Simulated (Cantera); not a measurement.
Standard-state values (1 bar) from the NASA 1993 polynomials, evaluated with Cantera. Values are per mole of reaction as written; species without (g) are pure solids or liquids, kept so even where they would boil at 1 bar.

**Question.** Between 300 and 2898 K, where is each reaction favourable under standard conditions?
- Ti + O2(g) ⇌ TiO2
- 1.143 Ti + O2(g) ⇌ 0.2857 Ti4O7
- Zr + O2(g) ⇌ ZrO2(g)

**Answer.** 
- Ti + O2(g) ⇌ TiO2: ΔG° is -889 kJ at 300 K and -446 kJ at 2898 K; it stays negative (K > 1). ΔH° is -875 kJ and ΔS° -148 J/K at 2898 K.
- 1.143 Ti + O2(g) ⇌ 0.2857 Ti4O7: ΔG° is -918 kJ at 300 K and -501 kJ at 2898 K; it stays negative (K > 1). ΔH° is -898 kJ and ΔS° -137 J/K at 2898 K.
- Zr + O2(g) ⇌ ZrO2(g): ΔG° is -295 kJ at 300 K and -326 kJ at 2898 K; it stays negative (K > 1). ΔH° is -346 kJ and ΔS° -7 J/K at 2898 K.
